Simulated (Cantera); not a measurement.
What does this Cantera script print?

```python
import numpy as np
import cantera as ct

gas_names = """
    CL CL2 H HCL H2 Si SiCL SiCL2 SiCL3 SiCL4 SiH SiHCL3 SiH2 SiH2CL2 SiH3 SiH3CL SiH4 Si2 Si3
""".split()
cond_names = """
    Si(cr) Si(L)
""".split()


# ... load() reads the species with a 1 bar reference pressure and builds the phases ...
atoms = {
    'Si': {'Si': 1},
    'Cl2': {'CL': 2},
    'H2': {'H': 2},
}
top_T = {}  # K; cautious upper limits of use, not melting points


# ... equilibrate(T, P, feed) seeds the gas with the atoms and calls Mixture.equilibrate('TP', solver="vcs", rtol=1e-11, max_steps=5000) ...
results = []
feed = {'Si': 1, 'Cl2': 0.54, 'H2': 1.5}  # mol
P = 100000  # Pa
for T in [598, 648, 698, 748, 798, 848, 898, 948, 998, 1048]:
    mix = equilibrate(T, P, feed)
    results.append((T, P, feed, dict(zip(mix.species_names, mix.species_moles))))
    x = sorted(zip(gas.X, gas.species_names), reverse=True)
    print(f"T = {T:g} K  P = {P:g} Pa  gas = {mix.phase_moles(0):.4g} mol")
    print("   x: " + "  ".join(f"{s} {v:.3e}" for v, s in x if v > 0.001))
    print("   condensed (mol): " + ("  ".join(f"{mix.phase(i).name} {mix.phase_moles(i):.4g}"
          for i in range(1, mix.n_phases) if mix.phase_moles(i) > 1e-12) or "none"))
```

Result:

```
T = 598 K  P = 100000 Pa  gas = 1.74 mol
   x: H2 8.273e-01  SiCL4 1.049e-01  SiHCL3 6.574e-02  SiH2CL2 2.053e-03
   condensed (mol): Si(cr) 0.6996
T = 648 K  P = 100000 Pa  gas = 1.74 mol
   x: H2 8.275e-01  SiCL4 1.057e-01  SiHCL3 6.439e-02  SiH2CL2 2.263e-03
   condensed (mol): Si(cr) 0.7
T = 698 K  P = 100000 Pa  gas = 1.741 mol
   x: H2 8.277e-01  SiCL4 1.065e-01  SiHCL3 6.309e-02  SiH2CL2 2.447e-03
   condensed (mol): Si(cr) 0.7005
T = 748 K  P = 100000 Pa  gas = 1.741 mol
   x: H2 8.277e-01  SiCL4 1.072e-01  SiHCL3 6.184e-02  SiH2CL2 2.608e-03
   condensed (mol): Si(cr) 0.701
T = 798 K  P = 100000 Pa  gas = 1.742 mol
   x: H2 8.274e-01  SiCL4 1.078e-01  SiHCL3 6.065e-02  SiH2CL2 2.747e-03  HCL 1.295e-03
   condensed (mol): Si(cr) 0.7017
T = 848 K  P = 100000 Pa  gas = 1.743 mol
   x: H2 8.269e-01  SiCL4 1.082e-01  SiHCL3 5.948e-02  SiH2CL2 2.867e-03  HCL 2.439e-03
   condensed (mol): Si(cr) 0.7026
T = 898 K  P = 100000 Pa  gas = 1.744 mol
   x: H2 8.258e-01  SiCL4 1.083e-01  SiHCL3 5.831e-02  HCL 4.270e-03  SiH2CL2 2.968e-03
   condensed (mol): Si(cr) 0.7037
T = 948 K  P = 100000 Pa  gas = 1.746 mol
   x: H2 8.241e-01  SiCL4 1.081e-01  SiHCL3 5.708e-02  HCL 7.029e-03  SiH2CL2 3.051e-03
   condensed (mol): Si(cr) 0.7051
T = 998 K  P = 100000 Pa  gas = 1.748 mol
   x: H2 8.214e-01  SiCL4 1.074e-01  SiHCL3 5.574e-02  HCL 1.097e-02  SiH2CL2 3.113e-03  SiCL3 1.043e-03
   condensed (mol): Si(cr) 0.707
T = 1048 K  P = 100000 Pa  gas = 1.752 mol
   x: H2 8.177e-01  SiCL4 1.061e-01  SiHCL3 5.422e-02  HCL 1.636e-02  SiH2CL2 3.152e-03  SiCL3 1.879e-03
   condensed (mol): Si(cr) 0.7092
```

These are equilibrium values from Cantera (NASA tables, ideal gas, pure condensed phases), not measurements of a reactor. The tables' values for SiCl3 are old estimates; treat these amounts as uncertain.
